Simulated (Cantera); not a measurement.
A Cantera script and what it prints.

```python
import numpy as np
import cantera as ct

gas_names = """
    C CH CH2 CH3 CH2OH CH3O CH4 CH3OH CO CO2 COOH C2 C2H CHCO,ketyl C2H2,acetylene C2H2,vinylidene
    CH2CO,ketene C2H3,vinyl CH3CO,acetyl C2H4 C2H4O,ethylen CH3CHO,ethanal CH3COOH (HCOOH)2 C2H5 C2H6
    CH3OCH3 C2H5OH C2O C3 C3H3,propargyl C3H4,allene C3H4,propyne C3H4,cyclo- C3H5,allyl C3H6,propylene
    C3H6,cyclo- C3H6O C3H7,n-propyl C3H7,i-propyl C3H8 C3H8O,1propanol C3H8O,2propanol C3O2 C4 C4H2
    C4H4,1,3-cyclo- C4H6,butadiene C4H6,2-butyne C4H6,cyclo- C4H8,1-butene C4H8,cis2-buten
    C4H8,tr2-butene C4H8,isobutene C4H8,cyclo- (CH3COOH)2 C4H9,n-butyl C4H9,i-butyl C4H9,s-butyl
    C4H9,t-butyl C4H10,isobutane C4H10,n-butane C5 C5H6,1,3cyclo- C5H8,cyclo- C5H10,1-pentene
    C5H10,cyclo- C5H11,pentyl C5H11,t-pentyl C5H12,n-pentane C5H12,i-pentane CH3C(CH3)2CH3 C6H2
    C6H5,phenyl C6H5O,phenoxy C6H6 C6H5OH,phenol C6H10,cyclo- C6H12,1-hexene C6H12,cyclo- C6H13,n-hexyl
    C7H7,benzyl C7H8 C7H8O,cresol C7H14,1-heptene C7H15,n-heptyl C7H16,n-heptane C8H8,styrene
    C8H10,ethylbenz C8H16,1-octene C8H17,n-octyl C8H18,isooctane C8H18,n-octane C9H19,n-nonyl
    C10H8,naphthale C10H21,n-decyl C12H9,o-bipheny C12H10,bipheny H HCO HO2 H2 HCHO,formaldehy HCOOH H2O
    H2O2 O OH O2 O3 Si SiC SiC2 SiC4H12 SiH SiH2 SiH3 SiH4 SiO SiO2 Si2 Si2C Si3
""".split()
cond_names = """
    C(gr) C6H6(L) C7H8(L) C8H18(L),n-octa H2O(s) H2O(L) Si(cr) Si(L) SiC(b) SiO2(Lqz) SiO2(hqz) SiO2(L)
""".split()


def load(file, names, dense=False):
    # The tables refer to 1 bar. Condensed volumes are neglected.
    table = {s.name: s for s in ct.Species.list_from_file(file)}
    out = []
    for n in names:
        d = dict(table[n].input_data)
        d["thermo"] = dict(d["thermo"], **{"reference-pressure": 1e5})
        if dense:
            d["equation-of-state"] = {"model": "constant-volume", "density": "1e6 g/cm^3"}
        out.append(ct.Species.from_dict(d))
    return out


gas = ct.Solution(thermo="ideal-gas", species=load("nasa_gas.yaml", gas_names))
cond = {s.name: ct.Solution(thermo="fixed-stoichiometry", species=[s], name=s.name)
        for s in load("nasa_condensed.yaml", cond_names, dense=True)}
atoms = {
    'SiC': {'Si': 1, 'C': 1},
    'O2': {'O': 2},
    'H2': {'H': 2},
}
top_T = {'C(gr)': 4500, 'SiC(b)': 3050}  # K; cautious upper limits of use, not melting points


def equilibrate(T, P, feed):
    n = {}
    for name, mol in feed.items():
        for a, k in atoms[name].items():
            n[a] = n.get(a, 0.0) + k * mol
    gas.TPX = T, P, n
    mass = sum(n.values()) * gas.mean_molecular_weight
    gas.equilibrate("TP")
    valid = [c for c in cond.values() if c.min_temp <= T <= top_T.get(c.name, c.max_temp)]
    mix = ct.Mixture([(gas, mass / gas.mean_molecular_weight)] + [(c, 0.0) for c in valid])
    mix.T, mix.P = T, P
    mix.equilibrate("TP", solver="vcs", rtol=1e-11, max_steps=5000)
    return mix


results = []
feed = {'SiC': 1, 'O2': 0.27, 'H2': 89}  # mol
T = 2100  # K
P = 133.322  # Pa
mix = equilibrate(T, P, feed)
results.append((T, P, feed, dict(zip(mix.species_names, mix.species_moles))))
print(gas.report(threshold=1e-05))
for i in range(1, mix.n_phases):
    print(f"{mix.phase(i).name:16s} {mix.phase_moles(i):12.5e} mol")
```

Output:

```
       temperature   2100 K
          pressure   133.32 Pa
           density   1.8133e-05 kg/m^3
  mean mol. weight   2.3747 kg/kmol
   phase of matter   gas

                          1 kg             1 kmol
                     ---------------   ---------------
          enthalpy         3.216e+07        7.6371e+07  J
   internal energy        2.4807e+07        5.8911e+07  J
           entropy        1.0376e+05        2.4639e+05  J/K
    Gibbs function       -1.8573e+08       -4.4105e+08  J
 heat capacity c_p             14066             33403  J/K
 heat capacity c_v             10565             25089  J/K

                      mass frac. Y      mole frac. X     chem. pot. / RT
                     ---------------   ---------------   ---------------
                CO          0.066791         0.0056626           -45.995
    C2H2,acetylene          0.013471         0.0012286            -32.16
                 H          0.034417          0.081084            -13.18
                H2           0.76652           0.90292           -26.359
                Si          0.095064         0.0080382           -8.6837
              SiC2          0.010707        0.00048797           -14.484
               SiH         0.0018536         0.0001513           -21.863
              SiH2        0.00016772        1.3232e-05           -35.043
               SiO         0.0012954         6.978e-05           -51.778
              Si2C         0.0094418        0.00032886           -20.268
     [ +113 minor]        0.00026676        1.4064e-05

C(gr)             0.00000e+00 mol
Si(L)             0.00000e+00 mol
SiC(b)            1.11144e-01 mol
SiO2(L)           0.00000e+00 mol
```

Cantera equilibrium calculation (NASA polynomials, part measured and part estimated; ideal gas, pure solids and liquids). Gases not in the tables: Si2H6 and higher silanes.
